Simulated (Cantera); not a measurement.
An adiabatic, constant-volume homogeneous reactor starts with CH4 : C2H6 : C3H8 : O2 : N2 = 1 : 0.035 : 0.82 : 7.68 : 28.9 (molar parts), equivalence ratio 0.81, at 1175 K and 1.80 bar. Integrator tolerance rtol = 1e-08.

Computed with Cantera and GRI-Mech 3.0 (53 species, 325 reactions). GRI-Mech 3.0 was tuned for natural gas; its chemistry of propane as a main component is partial and can be far from experiment.

Problem. What does this change do: pressure from 1.80 bar to 1.00 bar?

Solution. 
```csv
quantity,before,after
time of steepest temperature rise,7.76 ms,10.6 ms
temperature at 3.00 s,2785 K,2746 K
equilibrium temperature,2785 K,2746 K
x(CH4) at 3.00 s,<1e-12 (gas-phase equilibrium <1e-12),<1e-12 (gas-phase equilibrium <1e-12)
x(C2H6) at 3.00 s,<1e-12 (gas-phase equilibrium <1e-12),<1e-12 (gas-phase equilibrium <1e-12)
x(C3H8) at 3.00 s,<1e-12 (gas-phase equilibrium <1e-12),<1e-12 (gas-phase equilibrium <1e-12)
x(H2) at 3.00 s,0.00598 (gas-phase equilibrium 0.00598),0.00672 (gas-phase equilibrium 0.00672)
x(O) at 3.00 s,0.00473 (gas-phase equilibrium 0.00473),0.00554 (gas-phase equilibrium 0.00554)
x(CH2O) at 3.00 s,2.44e-10 (gas-phase equilibrium 2.44e-10),1.63e-10 (gas-phase equilibrium 1.63e-10)
x(C2H2) at 3.00 s,<1e-12 (gas-phase equilibrium <1e-12),<1e-12 (gas-phase equilibrium <1e-12)
```

Problem. What does this change do: constant pressure in place of constant volume?

Solution. 
```
quantity                                                              before                                      after
---------------------------------  -----------------------------------------  -----------------------------------------
time of steepest temperature rise                                    7.76 ms                                    8.19 ms
temperature at 3.00 s                                                 2785 K                                     2564 K
equilibrium temperature                                               2785 K                                     2564 K
x(CH4) at 3.00 s                       <1e-12 (gas-phase equilibrium <1e-12)      <1e-12 (gas-phase equilibrium <1e-12)
x(C2H6) at 3.00 s                      <1e-12 (gas-phase equilibrium <1e-12)      <1e-12 (gas-phase equilibrium <1e-12)
x(C3H8) at 3.00 s                      <1e-12 (gas-phase equilibrium <1e-12)      <1e-12 (gas-phase equilibrium <1e-12)
x(H2) at 3.00 s                      0.00598 (gas-phase equilibrium 0.00598)    0.00393 (gas-phase equilibrium 0.00393)
x(O) at 3.00 s                       0.00473 (gas-phase equilibrium 0.00473)    0.00285 (gas-phase equilibrium 0.00285)
x(CH2O) at 3.00 s                  2.44e-10 (gas-phase equilibrium 2.44e-10)  4.19e-11 (gas-phase equilibrium 4.19e-11)
x(C2H2) at 3.00 s                      <1e-12 (gas-phase equilibrium <1e-12)      <1e-12 (gas-phase equilibrium <1e-12)
```
